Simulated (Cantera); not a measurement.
**Thermodynamics of silicon nitride deposition, feed SiCl₄ + NH₃ + N₂**

Feed: 1 mol SiCl₄, 4 mol NH₃, 8.1 mol N₂, at 0.0375 Torr.

Method: chemical equilibrium by Gibbs-energy minimisation in Cantera with the NASA 1993 tables (ideal gas, pure condensed phases). Candidate condensed phases: NH₄Cl, Si, Si₃N₄; 28 gas species. The tables' values for SiCl, SiCl₃, SiN are old estimates; treat these amounts as uncertain. The numbers say what is thermodynamically allowed, not how fast it happens.

From 1273 K to 1348 K the condensed part is Si₃N₄(s). From 1423 K to 2023 K nothing is condensed. The main Si-bearing gas is SiCl₂ at 1273 K and Si at 2023 K.

```csv
T (K),log p N₂,log p H₂,log p HCl,log p H,log p Cl,log p SiCl₂,log p Si,n Si₃N₄(s)
1273,-4.56,-4.91,-5.02,-8.60,-8.78,-6.08,-12.11,0.232
1348,-4.56,-4.88,-5.13,-8.08,-8.40,-5.74,-10.54,0.111
1423,-4.55,-4.86,-5.26,-7.61,-8.09,-5.56,-9.20,0
1498,-4.55,-4.86,-5.26,-7.20,-7.69,-5.56,-8.41,0
1573,-4.56,-4.86,-5.26,-6.82,-7.32,-5.57,-7.70,0
1648,-4.56,-4.87,-5.25,-6.48,-6.97,-5.58,-7.08,0
1723,-4.56,-4.88,-5.24,-6.18,-6.64,-5.62,-6.58,0
1798,-4.57,-4.91,-5.21,-5.91,-6.32,-5.71,-6.21,0
1873,-4.58,-4.95,-5.18,-5.66,-6.02,-5.86,-5.96,0
1948,-4.59,-5.00,-5.18,-5.45,-5.75,-6.11,-5.79,0
2023,-4.61,-5.06,-5.22,-5.25,-5.54,-6.47,-5.71,0
```
log p: log10 of the partial pressure in bar; n: condensed amount in mol.
